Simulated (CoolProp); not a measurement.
Model: reference Helmholtz-energy equation of state, Wagner 2002, in CoolProp.

Give the vapour pressure (bar), enthalpy of vaporisation (kJ/kg), liquid cp (kJ/(kg K)), vapour Z of saturated water at 400.1, 499.2, 565.2 K.


```json
[
 {"T (K)": "400.1", "p (bar)": "2.47", "enthalpy of vaporisation (kJ/kg)": "2180", "liquid cp (kJ/(kg K))": "4.26", "vapour Z": "0.972"},
 {"T (K)": "499.2", "p (bar)": "26.0", "enthalpy of vaporisation (kJ/kg)": "1830", "liquid cp (kJ/(kg K))": "4.66", "vapour Z": "0.868"},
 {"T (K)": "565.2", "p (bar)": "76.7", "enthalpy of vaporisation (kJ/kg)": "1460", "liquid cp (kJ/(kg K))": "5.54", "vapour Z": "0.726"}
]
```
